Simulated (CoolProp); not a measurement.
Properties of octamethyltrisiloxane (MDM) along the isotherm 575 K (Tc = 565.4 K, pc = 1.438 MPa, ω = 0.528).

Model: reference Helmholtz-energy equation of state, Thol 2017, in CoolProp.

| p (MPa) | phase | density (kg/m³) | cv (kJ/(kg K)) | speed of sound (m/s) | Joule-Thomson coefficient (K/MPa) | expansivity (1/kK) |
|---|---|---|---|---|---|---|
| 0.0898 | gas | 4.533 | … | 140.7 | 8.429 | 1.879 |
| 0.18 | gas | 9.280 | 2.063 | … | 8.755 | … |
| 0.27 | gas | 14.23 | 2.066 | 134.8 | 9.114 | 2.217 |
| 0.359 | gas | … | 2.070 | … | … | 2.420 |
| 0.449 | gas | 24.85 | 2.073 | 128.4 | 9.951 | 2.659 |
| 0.539 | gas | … | 2.077 | … | 10.45 | 2.938 |
| 0.629 | gas | 36.83 | 2.082 | 121.2 | 11.02 | 3.269 |
| 0.719 | gas | 43.45 | 2.086 | 117.2 | 11.67 | 3.668 |

Problem. Complete the blanks.

Solution. 
- 0.0898, cv (kJ/(kg K)): 2.060
- 0.18, speed of sound (m/s): 137.8
- 0.18, expansivity (1/kK): 2.037
- 0.359, density (kg/m³): 19.38
- 0.359, speed of sound (m/s): 131.7
- 0.359, Joule-Thomson coefficient (K/MPa): 9.507
- 0.539, density (kg/m³): 30.65
- 0.539, speed of sound (m/s): 124.9
